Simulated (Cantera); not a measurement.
A closed system holds: 1 mol n-butane, 0.023 mol CO2, 0.58 mol H2, equilibrated at 0.383 Torr.

These are equilibrium values from Cantera (NASA tables, ideal gas, pure condensed phases), not measurements of a reactor. Candidate condensed phases: C, C6H6, C7H8, C8H18, H2O; 110 gas species. Rates play no part.

Q: At 2477 °C, list the 5 most abundant gas species with their mole fractions, and the condensed phases.

A: H 0.865, H2 0.0815, C3 0.0331, C 0.00740, CO 0.00427. Condensed: C(graphite).
